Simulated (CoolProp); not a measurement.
Computed with CoolProp (reference Helmholtz-energy equation of state, Schroeder 2014).

Q: Give the vapour pressure (bar), vapour density (kg/m³), surface tension (mN/m), liquid viscosity (µPa s) of saturated ethanol at 14.95 °C.

A: 
```tsv
T (°C)	p (bar)	vapour density (kg/m³)	surface tension (mN/m)	liquid viscosity (µPa s)
14.95	0.0431	0.0833	22.9	1320
```

Viscosity comes from a separate model (Kiselev 2005). Surface tension comes from a separate correlation (Mulero 2012).
